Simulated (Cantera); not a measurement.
Feed: 1 mol CO, 0.93 mol NH₃, 4.9 mol N₂, held at 875 K and 29.0 bar.

These are equilibrium values from Cantera (NASA tables, ideal gas, pure condensed phases), not measurements of a reactor. Candidate condensed phases: C, C₆H₆, C₇H₈, C₈H₁₈, H₂O; 136 gas species. Equilibrium is a limit: real reactors are often held back by kinetics, nucleation or transport.

Base state: N₂ 0.790, H₂O 0.0691, H₂ 0.0561, CH₄ 0.0398, CO₂ 0.0339, CO 0.0104, NH₃ 0.000510 (mole fractions); condensed: C(graphite).

What changes in the equilibrium state with this change: CO replaced by toluene?


| species | before | after |
|---|---|---|
| N₂ | 0.790 | 0.619 |
| CH₄ | 0.0398 | 0.241 |
| H₂ | 0.0561 | 0.138 |
| H₂O | 0.0691 | 0 |
| CO₂ | 0.0339 | 0 |
| CO | 0.0104 | 0 |
| C₂H₆ | 1.43e-6 | 2.13e-5 |
| NH₃ | 0.000510 | 0.00174 |
| C(graphite), mol | 0.429 | 4.91 |
